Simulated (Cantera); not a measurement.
# Ignition delay

Mixture: CH₄ : O₂ : N₂ = 0.34 : 2.33 : 8.74 (molar parts), equivalence ratio 0.29, at 21800 Torr, adiabatic and at constant volume. Ignition delay is the time to a rise of 400 K.

Computed with Cantera and GRI-Mech 3.0 (53 species, 325 reactions). The pressure lies above the range GRI-Mech 3.0 was tuned for (to about 10 atm).

| T0 (K) | delay (ms) |
|---|---|
| 1050 | 10.4 |
| 1150 | 2.24 |
| 1250 | 0.621 |
| 1350 | 0.209 |
| 1450 | 0.0809 |
| 1550 | 0.0351 |
| 1650 | 0.0167 |
| 1750 | 0.00852 |
| 1850 | 0.00466 |

The apparent activation energy between 1650 and 1850 K is 160 kJ/mol.
